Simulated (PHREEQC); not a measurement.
0.15 g of hydrous ferric oxide (600 m²/g; 0.2 weak and 0.005 strong sites per Fe, Dzombak-Morel constants, diffuse double layer) in 1 kg of water with 0.1 mol/kgw of an inert sodium salt and 4.2e-05 mol NiCl2, at 25 °C; the pH is set by adding NaOH or the inert anion's acid. Oxygen is held at 0.21 atm. No CO2 enters from the air. Nothing may precipitate in this run.

The series has 13 steps of pH, from 3 to 9.

Model: ion-association model, wateq4f.dat, run in PHREEQC.

**Question.** Near which pH is half of the Ni sorbed, and on which side is more sorbed?

**Answer.** Near pH 7.2, with more sorbed at higher pH.

**Question.** At which pH does the surface charge pass through zero?

**Answer.** Near pH 8.4.

Species that the database lacks are ignored. The oxide is taken as insoluble; below pH 4 it would dissolve.
